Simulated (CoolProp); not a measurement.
Sulfur hexafluoride along the isotherm 395.6 K: fugacity coefficient from the reference equation and from simpler models built on Tc = 318.7 K, pc = 37.55 bar, ω = 0.210; each cubic takes its own stable root.

Computed with CoolProp (reference Helmholtz-energy equation of state, Guder 2009).

| p (bar) | phase | reference | van der Waals | Redlich-Kwong | Soave-Redlich-Kwong |
|---|---|---|---|---|---|
| 11.7 | gas | 0.9513 | 0.9465 | 0.9452 | 0.9514 |
| 23.5 | gas | 0.9039 | 0.8935 | 0.8921 | 0.9045 |
| 35.2 | gas | 0.8586 | 0.8417 | 0.8417 | 0.8601 |
| 46.9 | supercritical | 0.8151 | 0.7907 | 0.7936 | 0.8181 |
| 58.7 | supercritical | 0.7734 | 0.7404 | 0.7477 | 0.7783 |
| 70.4 | supercritical | 0.7345 | 0.6928 | 0.7054 | 0.7418 |
| 82.1 | supercritical | 0.6987 | 0.6504 | 0.6672 | 0.7086 |
| 93.9 | supercritical | 0.6661 | 0.6148 | 0.6335 | 0.6789 |
| 106 | supercritical | 0.6367 | 0.5854 | 0.6039 | 0.6525 |
| 117 | supercritical | 0.6135 | 0.5638 | 0.5811 | 0.6318 |
| 129 | supercritical | 0.5919 | 0.5449 | 0.5600 | 0.6124 |
| 141 | supercritical | 0.5735 | 0.5298 | 0.5424 | 0.5960 |
| 153 | supercritical | 0.5580 | 0.5178 | 0.5276 | 0.5822 |
| 164 | supercritical | 0.5460 | 0.5091 | 0.5161 | 0.5714 |
| 176 | supercritical | 0.5349 | 0.5017 | 0.5055 | 0.5616 |
| 188 | supercritical | 0.5256 | 0.4961 | 0.4966 | 0.5533 |
